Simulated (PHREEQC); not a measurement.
A solution holds 0.0012 mol/kgw NaOH and 0.003 mol/kgw K2SiO3, at 30 °C. Closed to the air; pH follows from the charge balance.

The numbers come from PHREEQC with the ion-association model, wateq4f.dat.

Precipitation was switched off in this run.

### Question
What pH, ionic strength does the model give?

### Answer
pH 11.42; ionic strength 0.00729 mol/kgw.

### Question
In which forms is Si present?

### Answer
H3SiO4- 95 %, H2SiO4-2 3.0 %, H4SiO4 1.9 % of the Si.
